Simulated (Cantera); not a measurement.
A perfectly stirred reactor is fed with N₂O : H₂O = 1 : 0.016 (molar parts), at 0.133 bar; it is held at 1550 K, and followed from long to short residence time.

Cantera simulation using GRI-Mech 3.0 (53 species, 325 reactions); the numbers are that mechanism's predictions, not measurements. GRI-Mech 3.0 was tuned for natural gas; its chemistry of N2O as a main component is partial and can be far from experiment. The temperature is held fixed by assumption; the heat of reaction is taken as removed at once.

### Question
Predict: x(N₂O) at τ = 0.370 s; x(H₂O) at τ = 0.370 s; x(NO) at τ = 0.370 s; x(O) at τ = 0.370 s; x(H₂O₂) at τ = 0.370 s; x(N₂O) at τ = 49.0 ms; x(H₂O) at τ = 49.0 ms; x(NO) at τ = 49.0 ms; x(O) at τ = 49.0 ms; x(H₂O₂) at τ = 49.0 ms.

### Answer
```
Item                       Value
----------------------  --------
x(N₂O) at τ = 0.370 s      0.116
x(H₂O) at τ = 0.370 s     0.0111
x(NO) at τ = 0.370 s       0.127
x(O) at τ = 0.370 s      9.11e-5
x(H₂O₂) at τ = 0.370 s   3.17e-9
x(N₂O) at τ = 49.0 ms      0.481
x(H₂O) at τ = 49.0 ms     0.0130
x(NO) at τ = 49.0 ms      0.0801
x(O) at τ = 49.0 ms     0.000105
x(H₂O₂) at τ = 49.0 ms   6.00e-9
```
